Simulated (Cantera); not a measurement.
# Thermodynamics of carbon deposition, reforming and gasification, feed CH₄ + H₂

Charge: 1 mol CH₄, 0.49 mol H₂, at 75.0 Torr.

Method: chemical equilibrium by Gibbs-energy minimisation in Cantera with the NASA 1993 tables (ideal gas, pure condensed phases). Candidate condensed phases: C, C₆H₆, C₇H₈, C₈H₁₈; 76 gas species. Equilibrium is a limit: real reactors are often held back by kinetics, nucleation or transport.

```
T (K)   x H₂       x H  x C₂H₂ (acetylene)     x CH₄     x C₂H    x C₄H₂  n C(graphite)
-----  -----  --------  ------------------  --------  --------  --------  -------------
1625   1.000  0.000223             3.55e-5  0.000147  3.05e-11  4.90e-10          0.999
1725   0.999  0.000587             9.21e-5   9.97e-5  3.40e-10   3.33e-9          0.999
1825   0.998   0.00139            0.000214   7.07e-5   2.91e-9   1.82e-8          0.999
1925   0.996   0.00302            0.000456   5.19e-5   1.98e-8   8.35e-8          0.998
2025   0.993   0.00606            0.000899   3.92e-5   1.12e-7   3.27e-7          0.995
2125   0.987    0.0114             0.00165   3.03e-5   5.33e-7   1.12e-6          0.992
2225   0.977    0.0202             0.00287   2.38e-5   2.20e-6   3.43e-6          0.985
2325   0.961    0.0341             0.00470   1.88e-5   8.02e-6   9.42e-6          0.976
2425   0.938    0.0548             0.00732   1.50e-5   2.61e-5   2.35e-5          0.962
```
x: gas mole fraction; n: condensed amount in mol.

From 1625 K to 2425 K the condensed part is C(graphite). The main C-bearing gas is CH₄ at 1625 K and C₂H₂ (acetylene) at 2425 K.
